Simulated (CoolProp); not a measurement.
A simple Rankine cycle with R245fa: condensing at 318.15 K, boiler at 2.09 MPa, turbine inlet 412.1 K, turbine efficiency 0.8, pump efficiency 0.6, no recuperator. Each further row changes one setting.

Computed with CoolProp (reference Helmholtz-energy equation of state, Akasaka 2015).

```json
[
 {"case": "as stated", "thermal efficiency (%)": "11.8", "net work (kJ/kg)": "…", "heat in (kJ/kg)": "247", "turbine exit temperature (K)": "357.7", "volume ratio over the turbine": "8.11"},
 {"case": "turbine inlet 432.1 K", "thermal efficiency (%)": "11.7", "net work (kJ/kg)": "32.2", "heat in (kJ/kg)": "274", "turbine exit temperature (K)": "…", "volume ratio over the turbine": "7.65"},
 {"case": "condensing temperature 310.15 K", "thermal efficiency (%)": "12.9", "net work (kJ/kg)": "33.3", "heat in (kJ/kg)": "258", "turbine exit temperature (K)": "352.3", "volume ratio over the turbine": "10.5"},
 {"case": "boiler pressure 1.46 MPa", "thermal efficiency (%)": "10.1", "net work (kJ/kg)": "26.1", "heat in (kJ/kg)": "259", "turbine exit temperature (K)": "372.1", "volume ratio over the turbine": "…"},
 {"case": "turbine efficiency 0.7", "thermal efficiency (%)": "10.2", "net work (kJ/kg)": "25.2", "heat in (kJ/kg)": "247", "turbine exit temperature (K)": "361.6", "volume ratio over the turbine": "8.22"}
]
```

Q: Some entries are withheld; supply them.

A: 
- as stated, net work (kJ/kg): 29.1
- turbine inlet 432.1 K, turbine exit temperature (K): 381.0
- boiler pressure 1.46 MPa, volume ratio over the turbine: 5.19
